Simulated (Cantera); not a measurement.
Feed: 1 mol PbO, 29 mol N₂, held at 825 °C and 1.00 bar.

Cantera equilibrium calculation (NASA polynomials, part measured and part estimated; ideal gas, pure solids and liquids). Candidate condensed phases: Pb, PbO, PbO₂, Pb₃O₄; 12 gas species. Kinetics and transport are ignored.

Base state: N₂ 1.000 (mole fractions); condensed: PbO(yellow).

**Question.** What changes in the equilibrium state with this change: PbO replaced by Pb?

**Answer.** 
| species | before | after |
|---|---|---|
| N₂ | 1.000 | 1.000 |
| Pb | 1.06e-6 | 0.000117 |
| PbO(yellow), mol | 1.000 | 0 |
| Pb(l), mol | 0 | 0.997 |
